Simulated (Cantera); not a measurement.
A closed system holds: 1 mol Si₃N₄, 0.011 mol N₂O, a varied amount of H₂, at 1248 K and 31.0 Pa.

Method: chemical equilibrium by Gibbs-energy minimisation in Cantera with the NASA 1993 tables (ideal gas, pure condensed phases). Candidate condensed phases: H₂O, Si, SiO₂, Si₂N₂O, Si₃N₄; 35 gas species. Mutual solubility and eutectic melting of coexisting phases are not modelled. Rates play no part.

x: gas mole fraction; n: condensed amount in mol.

```
n(H₂) (mol)   x H₂      x N₂      x H    x SiO   x SiH₂     x Si    x SiH  n Si₂N₂O(s)  n Si₃N₄(s)  n Si(s)
-----------  -----  --------  -------  -------  -------  -------  -------  -----------  ----------  -------
1.7          0.991   0.00855  2.64e-5  6.10e-7  3.78e-9  3.16e-9        …       0.0110       0.993        0
2.5          0.994   0.00583  2.64e-5  6.93e-7  4.89e-9  4.08e-9        …       0.0110       0.993        0
3.7          0.996   0.00395  2.65e-5  7.89e-7  6.36e-9  5.30e-9        …       0.0110       0.993        0
5.6          0.997   0.00261  2.65e-5  9.06e-7  8.38e-9  6.97e-9        …       0.0110       0.993        0
8.4          0.998   0.00174  2.65e-5  1.04e-6  1.10e-8  9.13e-9        …       0.0110       0.993        0
13           0.999   0.00113  2.65e-5  1.20e-6  1.47e-8  1.22e-8        …       0.0110       0.993        0
19           0.999  0.000772  2.65e-5  1.36e-6  1.89e-8  1.57e-8        …       0.0110       0.993        0
28           0.999  0.000524  2.65e-5  1.55e-6  2.45e-8  2.04e-8        …       0.0110       0.993        0
42           1.000  0.000385  2.65e-5  1.72e-6  3.01e-8  2.50e-8  4.91e-9       0.0109       0.992  0.00220
63           1.000  0.000385  2.65e-5  1.72e-6  3.01e-8  2.50e-8  4.91e-9       0.0109       0.988   0.0143
94           1.000  0.000385  2.65e-5  1.72e-6  3.01e-8  2.50e-8  4.91e-9       0.0108       0.982   0.0322
140          1.000  0.000385  2.65e-5  1.72e-6  3.01e-8  2.50e-8  4.91e-9       0.0108       0.973   0.0587
```

**Question.** Complete the blanks.

**Answer.** 
- 1.7, x SiH: 6.19e-10
- 2.5, x SiH: 8.00e-10
- 3.7, x SiH: 1.04e-9
- 5.6, x SiH: 1.37e-9
- 8.4, x SiH: 1.79e-9
- 13, x SiH: 2.40e-9
- 19, x SiH: 3.09e-9
- 28, x SiH: 4.00e-9
